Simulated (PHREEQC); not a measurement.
Dissolve 0.014 mol NH4Cl and 0.12 mol NaF per kg of water at 25 °C. It is in equilibrium with CO2 at log p = -3.4 (atm). Otherwise closed; pH follows from the charge balance.

Equilibrium calculation in PHREEQC: ion-association model, wateq4f.dat.

Each row changes one thing in this solution. This is a speciation only: nothing precipitates in the calculation.

```csv
case,pH,F- (mol/kgw),Na+ (mol/kgw),NaF (mol/kgw),HF (mol/kgw),HCO3- (mol/kgw),SI of Halite (NaCl),SI of Nahcolite (NaHCO3)
as made,6.55,0.116,0.116,0.00426,3.47e-5,2.79e-5,-4.62,-5.17
NaF from 0.12 to 0.06 mol/kgw,6.39,0.0587,0.0588,0.00123,2.76e-5,1.83e-5,-4.87,-5.61
NaF from 0.12 to 0.108 mol/kgw,6.53,0.104,0.104,0.00353,3.37e-5,2.61e-5,-4.65,-5.24
NH4Cl from 0.014 to 0.021 mol/kgw,6.51,0.116,0.116,0.00421,3.82e-5,2.53e-5,-4.44,-5.22
NaF from 0.12 to 0.132 mol/kgw,6.58,0.127,0.127,0.00503,3.57e-5,2.96e-5,-4.58,-5.11
temperature from 25 to 35 °C,6.54,0.116,0.116,0.00422,4.35e-5,2.29e-5,-4.64,-5.35
```
